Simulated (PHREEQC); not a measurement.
## Acid rinse or clean: speciation

A solution holds 0.0083 mol/kgw HBr, 8.8e-05 mol/kgw NaCl and 0.001 mol/kgw KCl, at 13 °C. Closed to the air; pH follows from the charge balance.

Computed with PHREEQC (Pitzer model, pitzer.dat).

| Property | Result |
|---|---|
| pH | 2.12 |
| ionic strength | 0.00939 mol/kgw |
| specific conductance | 2560 µS/cm |
| osmotic coefficient | 0.971 |
| total alkalinity | -8.30 meq/kg |

```csv
species,molality,activity,log γ
H+,0.00830,0.00758,-0.039
Br-,0.00830,0.00752,-0.043
Cl-,0.00109,0.000985,-0.043
K+,0.00100,0.000909,-0.042
Na+,8.80e-5,8.01e-5,-0.041
```

Precipitation was switched off in this run. Away from 25 °C the constants follow the database's enthalpies or fits; those with neither stay at their 25 °C values.
